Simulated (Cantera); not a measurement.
An adiabatic, constant-volume homogeneous reactor starts with 16.0 % H₂, 10.6 % O₂, 73.4 % N₂, equivalence ratio 0.76, at 1650 K and 3.20 bar.

Model: the H2/O2 subset of GRI-Mech 3.0, which has no nitrogen chemistry, integrated in Cantera. The hydrogen kinetics of GRI-Mech 3.0 are dated; newer H2 mechanisms differ, most at raised pressure.

Problem. Predict: time of steepest temperature rise; temperature at 6.00 s; equilibrium temperature; x(H₂) at 6.00 s; x(O₂) at 6.00 s; x(H₂O) at 6.00 s; x(H₂O₂) at 6.00 s; x(O) at 6.00 s.

Solution. 
```json
{
 "time_of_steepest_temperature_rise": "4.16 µs",
 "temperature at 6.00 s": "2798 K",
 "equilibrium_temperature": "2798 K",
 "x(H₂) at 6.00 s": "0.00901 (gas-phase equilibrium 0.00901)",
 "x(O₂) at 6.00 s": "0.0268 (gas-phase equilibrium 0.0268)",
 "x(H₂O) at 6.00 s": "0.153 (gas-phase equilibrium 0.153)",
 "x(H₂O₂) at 6.00 s": "7.02e-7 (gas-phase equilibrium 7.02e-7)",
 "x(O) at 6.00 s": "0.00393 (gas-phase equilibrium 0.00393)"
}
```
